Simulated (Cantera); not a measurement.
A closed system holds: 1 mol Si₃N₄, 3.9 mol N₂O, 930 mol N₂, 0.041 mol H₂O, equilibrated at 1850 K and 29.0 mbar.

Method: chemical equilibrium by Gibbs-energy minimisation in Cantera with the NASA 1993 tables (ideal gas, pure condensed phases). Candidate condensed phases: H₂O, Si, SiO₂, Si₂N₂O, Si₃N₄; 35 gas species. The tables hold silica as quartz up to 1696 K and as liquid above; real silica turns to tridymite and cristobalite and melts near 1996 K. Kinetics and transport are ignored.

Base state: N₂ 0.998, SiO 0.00220, H₂ 3.19e-5, H 1.79e-5 (mole fractions); condensed: SiO₂(condensed).

Q: What changes in the equilibrium state with this change: Si₃N₄ replaced by SiC?

A: 
| species | before | after |
|---|---|---|
| N₂ | 0.998 | 0.999 |
| CO₂ | 0 | 0.000815 |
| CO | 0 | 0.000255 |
| SiO | 0.00220 | 1.52e-5 |
| O₂ | 1.95e-9 | 4.09e-5 |
| NO | 5.32e-7 | 7.70e-5 |
| H₂O | 2.83e-6 | 3.59e-5 |
| H₂ | 3.19e-5 | 2.80e-6 |
| SiO₂(condensed), mol | 0.937 | 0.985 |
Further candidate phases: C, C₆H₆, C₇H₈, C₈H₁₈, SiC.
